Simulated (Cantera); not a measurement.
Cantera run, input and output.

```python
import numpy as np
import cantera as ct

gas = ct.Solution("gri30.yaml")
gas.TPX = 1225, 13332, {'C2H6': 1, 'N2': 3.6, 'H2O': 0.091}
reactor = ct.IdealGasConstPressureReactor(gas, energy="off", clone=False)
net = ct.ReactorNet([reactor])
net.rtol, net.atol = 1e-08, 1e-18
show = ['C2H6', 'CH4', 'CH3', 'HCN', 'C2H4', 'H2', 'C2H2']
times = np.geomspace(2e-05, 2, 13)

steps = ct.SolutionArray(gas, extra=["t"])
rows = []
print(f"{'t/s':>10s}{'T/K':>9s}{'P/Pa':>11s}" + "".join(f"{s:>11s}" for s in show))
for t in times:
    while net.time < t:
        t_next = net.step()
        steps.append(gas.state, t=t_next)
    rows.append([np.interp(t, steps.t, y) for y in (steps.T, steps.P, *steps(*show).X.T)])
    print(f"{t:10.3e}{rows[-1][0]:9.1f}{rows[-1][1]:11.4g}" + "".join(f"{x:11.3e}" for x in rows[-1][2:]))
rate = np.gradient(steps.T, steps.t)
print("integrator steps:", len(steps.t))
if steps.T.max() > steps.T[0] + 200:
    print(f"time of steepest temperature rise: {steps.t[rate.argmax()]:.4e} s")
gas.TPX = 1225, 13332, {'C2H6': 1, 'N2': 3.6, 'H2O': 0.091}
gas.equilibrate("TP")
print(f"equilibrium (TP): T = {gas.T:.1f} K  " + "  ".join(f"{s} {gas[s].X[0]:.3e}" for s in show))
```

Output:

```
       t/s      T/K       P/Pa       C2H6        CH4        CH3        HCN       C2H4         H2       C2H2
 2.000e-05   1225.0  1.333e+04  2.132e-01  4.534e-07  8.001e-06  6.416e-20  9.073e-08  8.272e-08  9.037e-15
 5.220e-05   1225.0  1.333e+04  2.132e-01  2.913e-06  1.911e-05  7.656e-18  1.522e-06  1.455e-06  1.070e-12
 1.363e-04   1225.0  1.333e+04  2.131e-01  1.711e-05  3.993e-05  1.211e-15  2.390e-05  2.342e-05  2.067e-10
 3.557e-04   1225.0  1.333e+04  2.126e-01  8.439e-05  6.679e-05  9.473e-14  3.077e-04  3.016e-04  3.366e-08
 9.283e-04   1225.0  1.333e+04  2.097e-01  3.813e-04  1.169e-04  2.796e-12  2.465e-03  2.375e-03  2.395e-06
 2.423e-03   1225.0  1.333e+04  1.986e-01  1.570e-03  1.472e-04  1.652e-11  1.080e-02  1.030e-02  5.004e-05
 6.325e-03   1225.0  1.333e+04  1.707e-01  4.841e-03  1.379e-04  3.434e-11  3.165e-02  3.047e-02  4.396e-04
 1.651e-02   1225.0  1.333e+04  1.126e-01  1.270e-02  1.142e-04  5.156e-11  7.344e-02  7.271e-02  2.554e-03
 4.309e-02   1225.0  1.333e+04  3.521e-02  2.609e-02  6.649e-05  6.644e-11  1.225e-01  1.315e-01  1.087e-02
 1.125e-01   1225.0  1.333e+04  3.494e-03  3.252e-02  2.009e-05  7.243e-11  1.264e-01  1.663e-01  2.809e-02
 2.936e-01   1225.0  1.333e+04  5.006e-04  3.303e-02  7.455e-06  7.222e-11  1.100e-01  1.814e-01  4.397e-02
 7.662e-01   1225.0  1.333e+04  2.518e-04  3.301e-02  5.321e-06  7.134e-11  8.916e-02  1.964e-01  6.187e-02
 2.000e+00   1225.0  1.333e+04  1.828e-04  3.310e-02  4.780e-06  7.018e-11  5.936e-02  2.173e-01  8.722e-02
integrator steps: 1169
equilibrium (TP): T = 1225.0 K  C2H6 3.929e-05  CH4 9.269e-02  CH3 3.458e-06  HCN 6.808e-02  C2H4 1.328e-02  H2 1.960e-01  C2H2 6.196e-02
```

Cantera simulation using GRI-Mech 3.0 (53 species, 325 reactions); the numbers are that mechanism's predictions, not measurements. GRI-Mech 3.0 stops at C3 and has no aromatics, soot or wall deposition, so with more carbon than oxygen in the feed, carbon stays in small species such as C2H2 where larger ones or solid carbon would form.
